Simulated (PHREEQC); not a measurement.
Make-up at 25 °C: 0.014 mol/kgw CuCl2 and 0.00047 mol/kgw HBF4. Closed to the air; pH follows from the charge balance.

Model: ion-association model, wateq4f.dat, run in PHREEQC.

Question: The ionic strength comes out as 0.0418 mol/kgw. What activity coefficients do BF3OH-, BF4-, H+, Cu+2, Cl- get?

Answer: BF3OH- 0.81, BF4- 0.81, H+ 0.86, Cu+2 0.50, Cl- 0.82.

Precipitation was switched off in this run. Real BF4- forms and hydrolyses slowly; the run takes it at equilibrium.
